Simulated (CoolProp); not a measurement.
A single-stage vapour-compression cycle with c-C4F8 (RC318): evaporating at 308.15 K (dew point), condensing at 336.15 K (bubble point), superheat 5 K, subcooling 8 K, compressor efficiency 0.7, no pressure losses. Each further row changes one setting.

Model: reference Helmholtz-energy equation of state, Platzer 1990, in CoolProp. This equation is an older, rougher fit; its heat capacities, sound speeds and derivatives of the liquid may be far off and weren't checked against measurements.

```
case                              cooling COP  pressure ratio  discharge temperature (K)  refrigerating effect (kJ/kg)  volumetric capacity (kJ/m³)
--------------------------------  -----------  --------------  -------------------------  ----------------------------  ---------------------------
as stated                                6.78            2.13                      336.1                          80.5                         2980
evaporating temperature 313.15 K         8.69            1.84                      336.1                          83.8                         3590
condensing temperature 331.15 K          8.62            1.88                      331.1                          86.4                         3200
subcooling 13 K                          7.28            2.13                      336.1                          86.4                         3200
superheat 15 K                           7.06            2.13                      344.3                          89.1                         3150
compressor efficiency 0.6                5.81            2.13                      336.7                          80.5                         2980
```

The compression ends wet for: as stated; evaporating temperature 313.15 K; condensing temperature 331.15 K; subcooling 13 K.
